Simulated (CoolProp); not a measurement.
Saturated liquid density (kg/m³) of toluene: the reference equation beside estimates from Tc = 591.7 K, pc = 4.126 MPa, ω = 0.266.

Model: reference Helmholtz-energy equation of state, Lemmon 2006, in CoolProp. It is a short technical equation, of lower accuracy than the large ones.

| T (K) | reference | van der Waals | Redlich-Kwong |
|---|---|---|---|
| 356 | 807.0 | 475.8 | 700.3 |
| 375 | 788.1 | 465.1 | 681.7 |
| 394 | 768.5 | 453.8 | 662.0 |
| 413.1 | 748.1 | 441.8 | 640.7 |
| 432.1 | 726.8 | … | 618.1 |
| 451.1 | … | … | 593.8 |
| 470.1 | … | 400.9 | 567.6 |
| 489.1 | 654.3 | 385.0 | 538.9 |
| 508.1 | 625.5 | 367.5 | … |
| 527.1 | 592.7 | … | 471.9 |
| 546.2 | 553.7 | 324.6 | 430.7 |
| 565.2 | … | 296.1 | 380.7 |

**Question.** What belongs in the gaps?

**Answer.** 
- 432.1, van der Waals: 429.1
- 451.1, reference: 704.3
- 451.1, van der Waals: 415.5
- 470.1, reference: 680.3
- 508.1, Redlich-Kwong: 507.3
- 527.1, van der Waals: 347.7
- 565.2, reference: 503.8

Absolute difference from the reference over all 12 rows, mean and median: van der Waals 41.1 and 41.1 %, Redlich-Kwong 17.1 and 16.1 %.
